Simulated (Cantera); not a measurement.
A closed system holds: 1 mol borazine, 0.69 mol N₂, at 7.50 Torr.

Equilibrium computed with Cantera from the NASA thermochemical tables; the gas is ideal and each condensed phase is pure. Candidate condensed phases: B, BN; 15 gas species. The feed counts by its element totals alone. Mutual solubility and eutectic melting of coexisting phases are not modelled. Kinetics and transport are ignored.

### Question
Which condensed phases are stable at each of these points (T (°C)): 1300, 1375, 1450, 1525, 1600, 1675, 1750, 1825, 1900, 1975, 2050, 2125?

### Answer
```
T (°C)  condensed phases  B condensed (%)
------  ----------------  ---------------
1300               BN(s)            100.0
1375               BN(s)            100.0
1450               BN(s)            100.0
1525               BN(s)            100.0
1600               BN(s)            100.0
1675               BN(s)            100.0
1750               BN(s)            100.0
1825               BN(s)            100.0
1900               BN(s)             99.9
1975        B(s) + BN(s)             99.8
2050                B(s)             99.5
2125                B(l)             99.1
```

From 1300 °C to 1900 °C the condensed part is BN(s). At 1975 °C the condensed part is B(s) + BN(s). At 2050 °C the condensed part is B(s). At 2125 °C the condensed part is B(l).
